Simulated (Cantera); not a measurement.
A closed system holds: 1 mol Mg(OH)2, 2.5 mol H2, 8.8 mol CO2, at 1 atm.

Method: chemical equilibrium by Gibbs-energy minimisation in Cantera with the NASA 1993 tables (ideal gas, pure condensed phases). Candidate condensed phases: C, C6H6, C7H8, C8H18, H2O, Mg, MgCO3, MgO, Mg(OH)2; 116 gas species. The numbers say what is thermodynamically allowed, not how fast it happens.

log p: log10 of the partial pressure in bar; n: condensed amount in mol.

```json
[
 {"T (°C)": "300", "log p CO2": "-0.17", "log p H2O": "-0.51", "log p CO": "-3.32", "log p H2": "-2.05", "log p CH4": "-1.79", "n C(graphite)": "0.877", "n MgCO3(s)": "1.00", "n MgO(s)": "0"},
 {"T (°C)": "400", "log p CO2": "-0.15", "log p H2O": "-0.60", "log p CO": "-2.14", "log p H2": "-1.50", "log p CH4": "-1.81", "n C(graphite)": "0.689", "n MgCO3(s)": "0", "n MgO(s)": "1.00"},
 {"T (°C)": "500", "log p CO2": "-0.17", "log p H2O": "-0.71", "log p CO": "-1.28", "log p H2": "-1.11", "log p CH4": "-1.89", "n C(graphite)": "0.185", "n MgCO3(s)": "0", "n MgO(s)": "1.00"},
 {"T (°C)": "600", "log p CO2": "-0.21", "log p H2O": "-0.71", "log p CO": "-0.96", "log p H2": "-1.03", "log p CH4": "-3.06", "n C(graphite)": "0", "n MgCO3(s)": "0", "n MgO(s)": "1.00"},
 {"T (°C)": "700", "log p CO2": "-0.23", "log p H2O": "-0.67", "log p CO": "-0.88", "log p H2": "-1.12", "log p CH4": "-4.68", "n C(graphite)": "0", "n MgCO3(s)": "0", "n MgO(s)": "1.00"},
 {"T (°C)": "800", "log p CO2": "-0.24", "log p H2O": "-0.64", "log p CO": "-0.84", "log p H2": "-1.21", "log p CH4": "-6.06", "n C(graphite)": "0", "n MgCO3(s)": "0", "n MgO(s)": "1.00"},
 {"T (°C)": "900", "log p CO2": "-0.24", "log p H2O": "-0.62", "log p CO": "-0.81", "log p H2": "-1.29", "log p CH4": "-7.23", "n C(graphite)": "0", "n MgCO3(s)": "0", "n MgO(s)": "1.00"},
 {"T (°C)": "1000", "log p CO2": "-0.25", "log p H2O": "-0.61", "log p CO": "-0.79", "log p H2": "-1.37", "log p CH4": "-8.23", "n C(graphite)": "0", "n MgCO3(s)": "0", "n MgO(s)": "1.00"},
 {"T (°C)": "1100", "log p CO2": "-0.25", "log p H2O": "-0.60", "log p CO": "-0.77", "log p H2": "(withheld)", "log p CH4": "(withheld)", "n C(graphite)": "0", "n MgCO3(s)": "0", "n MgO(s)": "1.00"},
 {"T (°C)": "1200", "log p CO2": "-0.26", "log p H2O": "-0.59", "log p CO": "-0.76", "log p H2": "-1.49", "log p CH4": "-9.84", "n C(graphite)": "0", "n MgCO3(s)": "0", "n MgO(s)": "1.00"},
 {"T (°C)": "1300", "log p CO2": "-0.26", "log p H2O": "-0.59", "log p CO": "-0.75", "log p H2": "-1.54", "log p CH4": "-10.50", "n C(graphite)": "0", "n MgCO3(s)": "0", "n MgO(s)": "1.000"},
 {"T (°C)": "1400", "log p CO2": "-0.26", "log p H2O": "-0.58", "log p CO": "-0.75", "log p H2": "-1.58", "log p CH4": "-11.08", "n C(graphite)": "0", "n MgCO3(s)": "0", "n MgO(s)": "1.000"},
 {"T (°C)": "1500", "log p CO2": "-0.27", "log p H2O": "-0.58", "log p CO": "-0.74", "log p H2": "-1.62", "log p CH4": "(withheld)", "n C(graphite)": "0", "n MgCO3(s)": "0", "n MgO(s)": "1.000"},
 {"T (°C)": "1600", "log p CO2": "-0.27", "log p H2O": "-0.57", "log p CO": "-0.74", "log p H2": "-1.66", "log p CH4": "<-11", "n C(graphite)": "0", "n MgCO3(s)": "0", "n MgO(s)": "1.000"}
]
```

Task: Complete the blanks.

Result: 
- 1500, log p CH4: -11.59
- 1100, log p H2: -1.43
- 1100, log p CH4: -9.09
